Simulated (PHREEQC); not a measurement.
Spent oxide etchant

Solution (20 °C): 0.013 mol/kgw HF, 0.0024 mol/kgw (NH4)2SiF6, 0.062 mol/kgw HBF4 and 4.6e-05 mol/kgw H2SO4. Closed to the air; pH follows from the charge balance.

Model: ion-association model, wateq4f.dat, run in PHREEQC.

Each row changes one thing in this solution. This is a speciation only: nothing precipitates in the calculation.

| case | pH | ionic strength (mol/kgw) | BF4- (mol/kgw) | HF (mol/kgw) | BF3OH- (mol/kgw) | H2F2 (mol/kgw) | SI of Quartz (SiO2) |
|---|---|---|---|---|---|---|---|
| as made | 1.28 | 0.0689 | 0.0599 | 0.0154 | 0.00128 | 0.000752 | -2.24 |
| temperature from 20 to 60 °C | 1.30 | 0.0667 | 0.0573 | 0.0252 | … | 0.000439 | -0.69 |
| diluted 100-fold with water | 2.99 | 0.00112 | 7.83e-5 | 0.00128 | … | 5.11e-6 | … |
| (NH4)2SiF6 from 0.0024 to 0.012 mol/kgw | 1.29 | 0.0977 | 0.0600 | 0.0153 | 0.00128 | 0.000744 | -1.59 |
| HF replaced by NH4BF4 at the same molality | 1.30 | 0.0800 | … | 0.0114 | 0.00201 | … | -1.52 |

Task: What belongs in the gaps?

Result: 
- temperature from 20 to 60 °C, BF3OH- (mol/kgw): 0.00168
- diluted 100-fold with water, BF3OH- (mol/kgw): 2.04e-5
- diluted 100-fold with water, SI of Quartz (SiO2): -1.01
- HF replaced by NH4BF4 at the same molality, BF4- (mol/kgw): 0.0703
- HF replaced by NH4BF4 at the same molality, H2F2 (mol/kgw): 0.000414

Away from 25 °C the constants follow the database's enthalpies or fits; those with neither stay at their 25 °C values. SiF6-2 is the database's only silicon fluoride. Real BF4- forms and hydrolyses slowly; the run takes it at equilibrium.
